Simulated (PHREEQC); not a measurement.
# Nickel, zinc or cadmium bath: an equilibrium model

Dissolve 0.03 mol Ni(NO3)2, 6.5e-05 mol H3BO3 and 0.0015 mol H2SO4 per kg of water at 50 °C. Closed to the air; pH follows from the charge balance.

Equilibrium calculation in PHREEQC: ion-association model, wateq4f.dat.

Each row changes one thing in this solution. Precipitation was switched off in this run.

```
case                                              pH  ionic strength (mol/kgw)  SO4-2 (mol/kgw)  HSO4- (mol/kgw)
----------------------------------------------  ----  ------------------------  ---------------  ---------------
as made                                         2.63                    0.0916         0.000709         0.000140
Ni(NO3)2 left out                               2.61                   0.00372          0.00111              [?]
H3BO3 left out                                  2.63                    0.0916         0.000709         0.000140
temperature from 50 to 30 °C                    2.62                    0.0917         0.000762          9.69e-5
H3BO3 replaced by Na2B4O7 at the same molality  2.65                    0.0916         0.000712         0.000134
diluted 2-fold with water                        [?]                    0.0460              [?]              [?]
0.011 mol/kgw HCl added                         1.96                     0.102              [?]         0.000491
temperature from 50 to 20 °C                    2.62                    0.0918         0.000789          8.22e-5
```

**Question.** Complete the blanks.

**Answer.** 
- Ni(NO3)2 left out, HSO4- (mol/kgw): 0.000391
- diluted 2-fold with water, pH: 2.91
- diluted 2-fold with water, SO4-2 (mol/kgw): 0.000409
- diluted 2-fold with water, HSO4- (mol/kgw): 4.98e-5
- 0.011 mol/kgw HCl added, SO4-2 (mol/kgw): 0.000545

Away from 25 °C the constants follow the database's enthalpies or fits; those with neither stay at their 25 °C values.
